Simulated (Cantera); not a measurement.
Low-pressure radical oxidation in H2/O2

An isothermal, constant-pressure homogeneous reactor starts with 4.11 % H₂, 95.7 % O₂, 0.210 % H₂O, equivalence ratio 0.021, at 1325 K and 0.00316 atm.

Cantera simulation using the H2/O2 subset of GRI-Mech 3.0, which has no nitrogen chemistry; the numbers are that mechanism's predictions, not measurements. Radical loss at walls, strong at low pressure, is not modelled. The temperature is held fixed by assumption; the heat of reaction is taken as removed at once.

```tsv
t (s)	x H₂	x O₂	x H₂O₂	x OH	x HO₂	x H
0.000200	0.0411	0.957	3.20e-12	7.60e-9	1.47e-8	8.56e-9
0.000502	0.0411	0.957	2.00e-11	3.33e-8	3.70e-8	2.06e-8
0.00126	0.0411	0.957	1.23e-10	2.39e-7	9.29e-8	1.15e-7
0.00317	0.0411	0.957	7.30e-10	1.32e-5	2.36e-7	6.06e-6
0.00795	0.00632	0.928	3.37e-8	0.00714	5.96e-7	0.00627
0.0200	0.000623	0.921	1.44e-8	0.00426	4.98e-7	0.00474
0.0501	0.000609	0.922	1.44e-8	0.00421	4.94e-7	0.00458
0.126	0.000578	0.924	1.43e-8	0.00410	4.86e-7	0.00419
0.316	0.000506	0.929	1.41e-8	0.00385	4.66e-7	0.00338
0.793	0.000369	0.936	1.35e-8	0.00330	4.17e-7	0.00205
1.99	0.000189	0.946	1.14e-8	0.00238	3.15e-7	0.000729
5.00	6.07e-5	0.952	7.57e-9	0.00135	1.73e-7	0.000129
```
x: mole fraction; the columns are a selection and need not sum to one.

Equilibrium at this temperature and pressure: H₂ 1.08e-7, O₂ 0.956, H₂O₂ 1.62e-10, OH 5.71e-5, HO₂ 2.33e-8, H 9.55e-9 (gas phase only).
